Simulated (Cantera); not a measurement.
A perfectly stirred reactor is fed with H2 : O2 : N2 = 0.67 : 1 : 0.54 (molar parts), equivalence ratio 0.34, at 128 Torr; it is held at 1100 K, and followed from long to short residence time.

Computed with Cantera and the H2/O2 subset of GRI-Mech 3.0, which has no nitrogen chemistry. The temperature is held fixed by assumption; the heat of reaction is taken as removed at once.

Question: What does this change do: temperature 1100 to 1275 K?

Answer: 
| quantity | before | after |
|---|---|---|
| x(H2) at τ = 0.550 s | 0.000800 | 0.000271 |
| x(O2) at τ = 0.550 s | 0.355 | 0.354 |
| x(O) at τ = 0.550 s | 8.42e-5 | 0.000160 |
| x(OH) at τ = 0.550 s | 0.000260 | 0.000783 |
| x(H2O) at τ = 0.550 s | 0.356 | 0.357 |
| x(H2) at τ = 60.0 ms | 0.00317 | 0.00115 |
| x(O2) at τ = 60.0 ms | 0.355 | 0.354 |
| x(O) at τ = 60.0 ms | 0.000383 | 0.000721 |
| x(OH) at τ = 60.0 ms | 0.000576 | 0.00165 |
| x(H2O) at τ = 60.0 ms | 0.353 | 0.355 |

Question: What does this change do: pressure from 128 Torr to 750 Torr?

Answer: 
| quantity | before | after |
|---|---|---|
| x(H2) at τ = 0.550 s | 0.000800 | 0.00508 |
| x(O2) at τ = 0.550 s | 0.355 | 0.356 |
| x(O) at τ = 0.550 s | 8.42e-5 | 2.71e-6 |
| x(OH) at τ = 0.550 s | 0.000260 | 6.23e-6 |
| x(H2O) at τ = 0.550 s | 0.356 | 0.351 |
| x(H2) at τ = 60.0 ms | 0.00317 | 0.0220 |
| x(O2) at τ = 60.0 ms | 0.355 | 0.362 |
| x(O) at τ = 60.0 ms | 0.000383 | 9.12e-6 |
| x(OH) at τ = 60.0 ms | 0.000576 | 1.20e-5 |
| x(H2O) at τ = 60.0 ms | 0.353 | 0.331 |
